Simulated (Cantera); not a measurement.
Standard-state values (1 bar) from the NASA 1993 polynomials, evaluated with Cantera. Values are per mole of reaction as written; species without (g) are pure solids or liquids, kept so even where they would boil at 1 bar.

2 HF(g) → 2 H(g) + F₂(g), with ΔH° = 981.1 kJ and ΔS° = 84.8 J/K at 300 K.

Task: How far is the shortcut ΔG° ≈ ΔH°(300 K) − T·ΔS°(300 K) from the full temperature-dependent value at 875, 925, 975, 1025, 1075, 1125, 1175, 1225, 1275, 1325, 1375 K?

Result: 
```
T (K)  shortcut (kJ)  full (kJ)  difference (kJ)  difference in log10 K
-----  -------------  ---------  ---------------  ---------------------
875            907.0      900.9              6.0                  -0.36
925            902.7      895.7              7.0                  -0.39
975            898.5      890.5              8.0                  -0.43
1025           894.2      885.2              9.0                  -0.46
1075           890.0      879.9             10.1                  -0.49
1125           885.8      874.5             11.3                  -0.52
1175           881.5      869.1             12.4                  -0.55
1225           877.3      863.7             13.6                  -0.58
1275           873.1      858.2             14.9                  -0.61
1325           868.8      852.7             16.2                  -0.64
1375           864.6      847.1             17.5                  -0.66
```
The shortcut ignores the heat-capacity change of the reaction.
